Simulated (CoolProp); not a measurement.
Vapour-liquid equilibrium of methanol (1) + ethanol (2) at 400.8 K; x and y are mole fractions of (1).

The numbers come from the multi-fluid Helmholtz-energy mixture model, de Reuck 1993 and Schroeder 2014; pair parameters Bell 2016 in CoolProp.

```tsv
x	bubble pressure (MPa)	y at the bubble point	dew pressure at overall composition x (MPa)	liquid density (mol/L)
0.05	0.5488	0.070	0.5452	15.02
0.2	0.5854	0.258	0.5738	15.77
0.35	0.6207	0.425	0.6044	16.59
0.5	0.6563	0.579	0.6375	17.48
0.65	0.6935	0.720	0.6744	18.46
0.8	0.7332	0.849	0.7172	19.54
0.95	0.7758	0.965	0.7698	20.72
```

No azeotrope shows between x = 0.05 and 0.95.

The pair parameters rest on a limited set of measurements; away from them the model extrapolates.
